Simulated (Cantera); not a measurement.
Mixture: H2 : O2 : N2 = 1 : 0.278 : 1.72 (molar parts), at 1100000 Pa, adiabatic and at constant volume. Ignition delay is the time to a rise of 400 K.

Computed with Cantera and the H2/O2 subset of GRI-Mech 3.0, which has no nitrogen chemistry. The hydrogen kinetics of GRI-Mech 3.0 are dated; newer H2 mechanisms differ, most at raised pressure. Where the delays flatten at high temperature, the 400 K rule measures the pace of heat release, not the induction time.

Q: Predict: delay at 1223 K; delay at 1423 K; delay at 1623 K; delay at 1823 K; delay at 2023 K.

A: 
- delay at 1223 K: 39.6 µs
- delay at 1423 K: 2.58 µs
- delay at 1623 K: 1.19 µs
- delay at 1823 K: 0.754 µs
- delay at 2023 K: 0.579 µs
